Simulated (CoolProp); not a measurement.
Vapour-liquid equilibrium of acetone (1) + n-hexane (2) at 6.77 bar; x and y are mole fractions of (1).

Computed with CoolProp (multi-fluid Helmholtz-energy mixture model, Lemmon 2006 and Thol 2019; pair parameters Bell 2016).

Task: Give the bubble temperature and the first vapour's composition at x = 0.05, 0.25, 0.35. Is there an azeotrope?

Result: x = 0.05: 411.5 K, y = 0.140; x = 0.25: 398.5 K, y = 0.429; x = 0.35: 395.7 K, y = 0.502. y crosses x between x = 0.65 and 0.75: the model has an azeotrope there.

Pair parameters are fitted to limited data, so mixtures are less certain than the pure fluids.
